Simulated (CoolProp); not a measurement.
Propylene along the isobar 13800 kPa: Z from the reference equation and from simpler models built on Tc = 91.1 °C, pc = 4555 kPa, ω = 0.146; each cubic takes its own stable root.

Computed with CoolProp (reference Helmholtz-energy equation of state, Lemmon 2013).

| T (°C) | phase | reference | van der Waals | Redlich-Kwong | Soave-Redlich-Kwong | Peng-Robinson |
|---|---|---|---|---|---|---|
| -173.35 | liquid | 0.9217 | 1.499 | (withheld) | 1.019 | 0.9120 |
| -162.55 | liquid | 0.8451 | 1.366 | 0.9254 | 0.9283 | 0.8302 |
| -151.75 | liquid | 0.7823 | 1.257 | 0.8522 | (withheld) | 0.7633 |
| -140.95 | liquid | 0.7299 | 1.166 | 0.7916 | 0.7925 | 0.7079 |
| -130.15 | liquid | 0.6857 | 1.090 | 0.7408 | 0.7407 | 0.6613 |
| -119.35 | liquid | 0.6480 | 1.025 | 0.6977 | 0.6968 | 0.6217 |
| -108.55 | liquid | 0.6155 | (withheld) | 0.6608 | (withheld) | 0.5878 |
| -97.75 | liquid | 0.5873 | 0.9193 | 0.6291 | 0.6267 | 0.5585 |
| -86.95 | liquid | (withheld) | 0.8765 | 0.6017 | 0.5986 | (withheld) |
| -76.15 | liquid | 0.5413 | 0.8389 | 0.5779 | 0.5742 | (withheld) |

Q: What belongs in the gaps?

A: 
- -173.35, Redlich-Kwong: 1.015
- -151.75, Soave-Redlich-Kwong: 0.8541
- -108.55, van der Waals: 0.9683
- -108.55, Soave-Redlich-Kwong: 0.6592
- -86.95, reference: 0.5628
- -86.95, Peng-Robinson: 0.5332
- -76.15, Peng-Robinson: 0.5111
